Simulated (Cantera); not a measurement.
Source: NASA polynomial tables (part measured, part estimated), evaluated in Cantera. Values are per mole of reaction as written; species without (g) are pure solids or liquids, kept so even where they would boil at 1 bar.

2 V + 3 V2O4 = 4 V2O3

```json
[
 {"T (K)": "2250", "ΔH° (kJ)": "[?]", "ΔS° (J/K)": "[?]", "ΔG° (kJ)": "[?]", "log10 K": "[?]", "condensed phases": "V(l), V2O4(l), V2O3(s)"},
 {"T (K)": "2275", "ΔH° (kJ)": "[?]", "ΔS° (J/K)": "[?]", "ΔG° (kJ)": "[?]", "log10 K": "[?]", "condensed phases": "V(l), V2O4(l), V2O3(s)"},
 {"T (K)": "2300", "ΔH° (kJ)": "-993.8", "ΔS° (J/K)": "-243.1", "ΔG° (kJ)": "-434.7", "log10 K": "9.87", "condensed phases": "V(l), V2O4(l), V2O3(s)"},
 {"T (K)": "2325", "ΔH° (kJ)": "-994.1", "ΔS° (J/K)": "-243.2", "ΔG° (kJ)": "-428.6", "log10 K": "9.63", "condensed phases": "V(l), V2O4(l), V2O3(s)"},
 {"T (K)": "2350", "ΔH° (kJ)": "[?]", "ΔS° (J/K)": "[?]", "ΔG° (kJ)": "[?]", "log10 K": "[?]", "condensed phases": "V(l), V2O4(l), V2O3(l)"},
 {"T (K)": "2375", "ΔH° (kJ)": "-529.3", "ΔS° (J/K)": "-44.6", "ΔG° (kJ)": "-423.4", "log10 K": "9.31", "condensed phases": "V(l), V2O4(l), V2O3(l)"},
 {"T (K)": "2400", "ΔH° (kJ)": "-531.9", "ΔS° (J/K)": "-45.7", "ΔG° (kJ)": "-422.3", "log10 K": "9.19", "condensed phases": "V(l), V2O4(l), V2O3(l)"},
 {"T (K)": "2425", "ΔH° (kJ)": "-534.5", "ΔS° (J/K)": "-46.8", "ΔG° (kJ)": "-421.1", "log10 K": "9.07", "condensed phases": "V(l), V2O4(l), V2O3(l)"},
 {"T (K)": "2450", "ΔH° (kJ)": "-537.1", "ΔS° (J/K)": "-47.8", "ΔG° (kJ)": "-419.9", "log10 K": "8.95", "condensed phases": "V(l), V2O4(l), V2O3(l)"},
 {"T (K)": "2475", "ΔH° (kJ)": "-539.7", "ΔS° (J/K)": "-48.9", "ΔG° (kJ)": "-418.7", "log10 K": "8.84", "condensed phases": "V(l), V2O4(l), V2O3(l)"}
]
```

**Question.** What belongs in the gaps?

**Answer.** 
- 2250, ΔH° (kJ): -992.9
- 2250, ΔS° (J/K): -242.7
- 2250, ΔG° (kJ): -446.8
- 2250, log10 K: 10.37
- 2275, ΔH° (kJ): -993.4
- 2275, ΔS° (J/K): -242.9
- 2275, ΔG° (kJ): -440.7
- 2275, log10 K: 10.12
- 2350, ΔH° (kJ): -526.6
- 2350, ΔS° (J/K): -43.5
- 2350, ΔG° (kJ): -424.5
- 2350, log10 K: 9.44
